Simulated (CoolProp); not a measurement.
Fluorine at 295 K and 7.68 MPa is throttled through a valve to 0.551 MPa with no heat exchange. Each further row changes one setting.

Computed with CoolProp (reference Helmholtz-energy equation of state, de Reuck 1990).

```json
[
 {"case": "as stated", "temperature change (K)": "…", "final density (kg/m³)": "…"},
 {"case": "outlet pressure 0.165 MPa", "temperature change (K)": "…", "final density (kg/m³)": "…"},
 {"case": "outlet pressure 0.716 MPa", "temperature change (K)": "-13.0", "final density (kg/m³)": "11.6"}
]
```

### Question
Some entries are withheld; supply them.

### Answer

- as stated, temperature change (K): -13.3
- as stated, final density (kg/m³): 8.97
- outlet pressure 0.165 MPa, temperature change (K): -14.2
- outlet pressure 0.165 MPa, final density (kg/m³): 2.69
